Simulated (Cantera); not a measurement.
An isothermal, constant-pressure homogeneous reactor starts with C2H4 : H2 = 1 : 18 (molar parts), at 1950 K and 10.00 Torr.

Detailed kinetics in Cantera: GRI-Mech 3.0 (53 species, 325 reactions). GRI-Mech 3.0 was tuned for natural gas; its chemistry of ethylene as a main component is partial and can be far from experiment. GRI-Mech 3.0 stops at C3 and has no aromatics, soot or wall deposition, so with more carbon than oxygen in the feed, carbon stays in small species such as C2H2 where larger ones or solid carbon would form. Radical loss at walls, strong at low pressure, is not modelled.

One state of this run: x C2H4 = 0.0511; x H2 = 0.947; x C2H6 = 1.21e-8; x CH3 = 8.26e-9; x H = 9.52e-6; x C2H = 2.36e-10; x C2H2 = 0.00149. x: mole fraction; the columns are a selection and need not sum to one.

Task: Which value of t (s) does it belong to?
(A) 0.000431
(B) 0.0235
(C) 0.0892
(D) 0.000114

Result: D, 0.000114
